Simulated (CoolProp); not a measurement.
Properties of n-perfluorohexane at several states (Tc = 174.9 °C, pc = 1.742 MPa, ω = 0.497).

The numbers come from the reference Helmholtz-energy equation of state, Gao 2022 in CoolProp.

```
T (°C)  p (MPa)   phase  cp (kJ/(kg K))  cv (kJ/(kg K))  Joule-Thomson coefficient (K/MPa)  isothermal compressibility (1/MPa)
------  -------  ------  --------------  --------------  ---------------------------------  ----------------------------------
-79.15   0.0574  liquid          0.8878          0.6870                            -0.4094                            0.001056
-2.85      2.08  liquid           1.001          0.8115                            -0.3294                            0.001940
145.85     5.87  liquid           1.199          0.9957                             0.1261                             0.01275
```
